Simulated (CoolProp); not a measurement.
A single-stage vapour-compression cycle with R404A: evaporating at 250.15 K (dew point), condensing at 318.15 K (bubble point), superheat 0 K, subcooling 5 K, compressor efficiency 0.85, no pressure losses. Each further row changes one setting.

Values from CoolProp's reference Helmholtz-energy equation of state, Lemmon 2003. It is a pseudo-pure fit of the blend.

```tsv
case	cooling COP	pressure ratio	discharge temperature (K)	refrigerating effect (kJ/kg)	volumetric capacity (kJ/m³)
as stated	1.95	7.69	332.5	93.6	1290
evaporating temperature 255.15 K	(withheld)	(withheld)	(withheld)	96.4	(withheld)
condensing temperature 313.15 K	2.25	(withheld)	(withheld)	102	1400
subcooling 10 K	2.13	7.69	332.5	102	1410
superheat 10 K	2.01	7.69	341.8	102	1340
compressor efficiency 0.75	(withheld)	7.69	(withheld)	93.6	1290
```

Q: Fill in the missing entries.

A: 
- evaporating temperature 255.15 K, cooling COP: 2.23
- evaporating temperature 255.15 K, pressure ratio: 6.37
- evaporating temperature 255.15 K, discharge temperature (K): 331.2
- evaporating temperature 255.15 K, volumetric capacity (kJ/m³): 1600
- condensing temperature 313.15 K, pressure ratio: 6.84
- condensing temperature 313.15 K, discharge temperature (K): 326.8
- compressor efficiency 0.75, cooling COP: 1.72
- compressor efficiency 0.75, discharge temperature (K): 337.5
